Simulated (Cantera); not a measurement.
Charge: 1 mol HMDSO, 4.2 mol H₂O, at 1250 °C and 0.0133 bar.

Cantera equilibrium calculation (NASA polynomials, part measured and part estimated; ideal gas, pure solids and liquids). Candidate condensed phases: C, C₆H₆, C₇H₈, C₈H₁₈, H₂O, Si, SiC, SiO₂; 123 gas species. The feed counts by its element totals alone. Mutual solubility and eutectic melting of coexisting phases are not modelled. The tables hold silica as quartz up to 1696 K and as liquid above; real silica turns to tridymite and cristobalite and melts near 1996 K. The numbers say what is thermodynamically allowed, not how fast it happens.

Base state: H₂ 0.739, CO 0.250, SiO 0.0112, H 0.000172, H₂O 1.64e-5 (mole fractions); condensed: SiC(s) + SiO₂(β-quartz).

### Question
What changes in the equilibrium state with this change: HMDSO replaced by SiF₄?

### Answer
| species | before | after |
|---|---|---|
| HF | 0 | 0.642 |
| H₂O | 1.64e-5 | 0.356 |
| SiF₄ | 0 | 0.000907 |
| H₂ | 0.739 | 0.000517 |
| CO | 0.250 | 0 |
| SiO | 0.0112 | <1e-9 |
| O₂ | <1e-9 | 0.000235 |
| OH | <1e-9 | 9.69e-5 |
| H | 0.000172 | 4.56e-6 |
| SiC(s), mol | 1.53 | 0 |
| SiO₂(β-quartz), mol | 0.266 | 0.994 |

### Question
What changes in the equilibrium state with this change: temperature from 1250 °C to 977 °C?

### Answer
```
species                before     after
-------------------  --------  --------
H₂                      0.739     0.917
CO                      0.250    0.0833
CH₄                   3.67e-6  0.000123
SiO                    0.0112   1.25e-6
H                    0.000172   4.01e-6
H₂O                   1.64e-5   1.53e-5
SiC(s), mol              1.53         0
SiO₂(β-quartz), mol     0.266      2.00
C(graphite), mol            0      4.80
```
